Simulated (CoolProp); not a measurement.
The fluoroketone C6F12O (FK-5-1-12) at 298.15 K and 0.0153 MPa is throttled through a valve to 0.00853 MPa with no heat exchange. Each further row changes one setting.

The numbers come from the reference Helmholtz-energy equation of state, McLinden 2015 in CoolProp.

| case | temperature change (K) | final density (kg/m³) |
|---|---|---|
| as stated | -0.2 | 1.10 |
| outlet pressure 0.00256 MPa | -0.4 | 0.327 |
| outlet pressure 0.0111 MPa | -0.1 | 1.43 |
